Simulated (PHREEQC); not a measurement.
1 kg of water holding 0.18 mol NaCl, 0.011 mol Na2SO4 and 0.011 mol NaHCO3 is evaporated at 25 °C; the solids stay in contact with the brine. CO2 from the air is kept out. Solids allowed: Burkeite, Halite, Mirabilite, Nahcolite, Natron, Thenardite, Trona. Others were left out.

Equilibrium calculation in PHREEQC: Pitzer model, pitzer.dat.

Problem. Predict ionic strength, water activity, S in solution (mol/kgw), Na in solution (mol/kgw) at water left (kg) = 0.375, 0.1407, 0.01978.

Solution. 
```tsv
water left (kg)	ionic strength	water activity	S in solution (mol/kgw)	Na in solution (mol/kgw)
0.375	0.598	0.982	0.0293	0.568
0.1407	1.59	0.952	0.0782	1.51
0.01978	7.42	0.743	0.556	6.86
```

Complexes and solids missing from the database can't appear.
